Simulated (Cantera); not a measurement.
A Cantera script and what it prints.

```python
import numpy as np
import cantera as ct

gas_names = [...]  # 87 gases of nasa_gas.yaml made of C, H, Si
cond_names = """
    C(gr) C6H6(L) C7H8(L) C8H18(L),n-octa Si(cr) Si(L) SiC(b)
""".split()


# ... load() reads the species with a 1 bar reference pressure and builds the phases ...
atoms = {
    'Si(CH3)4': {'Si': 1, 'C': 4, 'H': 12},
    'C3H8': {'C': 3, 'H': 8},
    'H2': {'H': 2},
    'CH4': {'C': 1, 'H': 4},
}
top_T = {'C(gr)': 4500, 'SiC(b)': 3050}  # K; cautious upper limits of use, not melting points


# ... equilibrate(T, P, feed) seeds the gas with the atoms and calls Mixture.equilibrate('TP', solver="vcs", rtol=1e-11, max_steps=5000) ...
results = []
feed = {'Si(CH3)4': 1, 'C3H8': 0.023, 'H2': 150, 'CH4': 1}  # mol
P = 16000  # Pa
for T in [1500, 1575, 1650, 1725, 1800, 1875, 1950, 2025, 2100, 2175, 2250, 2325, 2400, 2475]:
    mix = equilibrate(T, P, feed)
    results.append((T, P, feed, dict(zip(mix.species_names, mix.species_moles))))
    x = sorted(zip(gas.X, gas.species_names), reverse=True)
    print(f"T = {T:g} K  P = {P:g} Pa  gas = {mix.phase_moles(0):.4g} mol")
    print("   x: " + "  ".join(f"{s} {v:.3e}" for v, s in x if v > 1e-05))
    print("   condensed (mol): " + ("  ".join(f"{mix.phase(i).name} {mix.phase_moles(i):.4g}"
          for i in range(1, mix.n_phases) if mix.phase_moles(i) > 1e-12) or "none"))
```

Result:

```
T = 1500 K  P = 16000 Pa  gas = 158 mol
   x: H2 9.995e-01  CH4 4.108e-04  H 4.400e-05
   condensed (mol): C(gr) 4.001  SiC(b) 1
T = 1575 K  P = 16000 Pa  gas = 158.1 mol
   x: H2 9.996e-01  CH4 2.907e-04  H 1.039e-04  C2H2,acetylene 2.109e-05
   condensed (mol): C(gr) 4.016  SiC(b) 1
T = 1650 K  P = 16000 Pa  gas = 158.1 mol
   x: H2 9.995e-01  H 2.271e-04  CH4 2.124e-04  C2H2,acetylene 4.559e-05
   condensed (mol): C(gr) 4.021  SiC(b) 1
T = 1725 K  P = 16000 Pa  gas = 158.1 mol
   x: H2 9.993e-01  H 4.641e-04  CH4 1.596e-04  C2H2,acetylene 9.207e-05
   condensed (mol): C(gr) 4.014  SiC(b) 0.9999
T = 1800 K  P = 16000 Pa  gas = 158.1 mol
   x: H2 9.988e-01  H 8.946e-04  C2H2,acetylene 1.752e-04  CH4 1.228e-04
   condensed (mol): C(gr) 3.994  SiC(b) 0.9998
T = 1875 K  P = 16000 Pa  gas = 158.2 mol
   x: H2 9.979e-01  H 1.637e-03  C2H2,acetylene 3.162e-04  CH4 9.655e-05
   condensed (mol): C(gr) 3.954  SiC(b) 0.9993
T = 1950 K  P = 16000 Pa  gas = 158.3 mol
   x: H2 9.965e-01  H 2.861e-03  C2H2,acetylene 5.446e-04  CH4 7.730e-05
   condensed (mol): C(gr) 3.885  SiC(b) 0.998
T = 2025 K  P = 16000 Pa  gas = 158.5 mol
   x: H2 9.942e-01  H 4.798e-03  C2H2,acetylene 8.997e-04  CH4 6.287e-05  Si 2.186e-05
   condensed (mol): C(gr) 3.778  SiC(b) 0.9941
T = 2100 K  P = 16000 Pa  gas = 158.7 mol
   x: H2 9.907e-01  H 7.753e-03  C2H2,acetylene 1.431e-03  Si 6.501e-05  CH4 5.180e-05  SiH2 1.409e-05  SiH 1.404e-05
   condensed (mol): C(gr) 3.619  SiC(b) 0.9837
T = 2175 K  P = 16000 Pa  gas = 159.1 mol
   x: H2 9.854e-01  H 1.211e-02  C2H2,acetylene 2.199e-03  Si 1.792e-04  CH4 4.313e-05  SiH 3.307e-05  SiH2 2.593e-05  SiC2 1.564e-05  CH3 1.020e-05
   condensed (mol): C(gr) 3.396  SiC(b) 0.9565
T = 2250 K  P = 16000 Pa  gas = 159.6 mol
   x: H2 9.776e-01  H 1.836e-02  C2H2,acetylene 3.273e-03  Si 4.610e-04  SiH 7.337e-05  SiC2 5.334e-05  SiH2 4.564e-05  CH4 3.619e-05  Si2C 3.196e-05  CH3 1.289e-05
   condensed (mol): C(gr) 3.101  SiC(b) 0.8883
T = 2325 K  P = 16000 Pa  gas = 160.5 mol
   x: H2 9.666e-01  H 2.704e-02  C2H2,acetylene 4.726e-03  Si 1.115e-03  SiC2 1.677e-04  SiH 1.541e-04  Si2C 9.786e-05  SiH2 7.710e-05  CH4 3.049e-05  CH3 1.594e-05
   condensed (mol): C(gr) 2.741  SiC(b) 0.7244
T = 2400 K  P = 16000 Pa  gas = 161.8 mol
   x: H2 9.507e-01  H 3.878e-02  C2H2,acetylene 6.628e-03  Si 2.551e-03  SiC2 4.897e-04  SiH 3.079e-04  Si2C 2.787e-04  SiH2 1.252e-04  CH4 2.570e-05  CH3 1.928e-05  C4H2 1.901e-05  C2H 1.555e-05  Si2 1.094e-05
   condensed (mol): C(gr) 2.35  SiC(b) 0.3439
T = 2475 K  P = 16000 Pa  gas = 163.4 mol
   x: H2 9.308e-01  H 5.427e-02  C2H2,acetylene 9.052e-03  Si 3.876e-03  SiC2 9.349e-04  SiH 4.107e-04  Si2C 3.632e-04  SiH2 1.372e-04  C4H2 3.633e-05  C2H 3.592e-05  CH3 2.285e-05  CH4 2.166e-05  Si2 1.573e-05
   condensed (mol): C(gr) 1.698
```

These are equilibrium values from Cantera (NASA tables, ideal gas, pure condensed phases), not measurements of a reactor. Gases not in the tables: Si2H6 and higher silanes.
